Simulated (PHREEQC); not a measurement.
Solution (40 °C): 0.0041 mol/kgw LiBr. Closed to the air; pH follows from the charge balance.

Computed with PHREEQC (ion-association model, phreeqc.dat).

```yaml
ionic_strength: 0.00410 mol/kgw
specific_conductance: 608 µS/cm
```

| species | molality | activity | log γ |
|---|---|---|---|
| Br- | 0.00410 | 0.00381 | -0.032 |
| Li+ | 0.00410 | 0.00383 | -0.030 |
| H+ | 1.83e-7 | 1.72e-7 | -0.028 |
| OH- | 1.83e-7 | 1.70e-7 | -0.031 |

No solid was allowed to form. Complexes and solids missing from the database can't appear. Constants without temperature data keep their 25 °C values here.
